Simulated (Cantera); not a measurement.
**Diamond growth**

A diamond (100) surface in a fixed gas of H2 with x(CH4) = 0.0082, x(H) = 0.0026, x(CH3) = 0.0013, 24.8 Torr; coverages are run to steady state.

Model: the Harris–Goodwin 1993 mechanism for the reconstructed diamond (100) surface, integrated in Cantera.

```tsv
T (K)	growth (µm/h)	θ c6HH	θ c6H*	θ c6*H	θ c6**	θ c6HM
950	11.7	0.460	0.00996	0.236	0.00415	0.222
1000	14.8	0.456	0.0138	0.282	0.00640	0.177
1050	16.1	0.457	0.0186	0.332	0.00954	0.126
1100	14.1	0.460	0.0245	0.388	0.0138	0.0736
1150	10.1	0.455	0.0309	0.439	0.0188	0.0338
1200	7.04	0.438	0.0371	0.474	0.0242	0.0133
1250	5.73	0.416	0.0427	0.498	0.0296	0.00496
1300	5.49	0.394	0.0481	0.513	0.0351	0.00185
1350	5.36	0.375	0.0532	0.524	0.0408	0.000690
1400	4.51	0.359	0.0581	0.532	0.0467	0.000258
```
θ: site fractions in the mechanism's names (c6HH fully hydrogenated, c6H* and c6*H radical sites, c6** diradical, c6HM methylated).
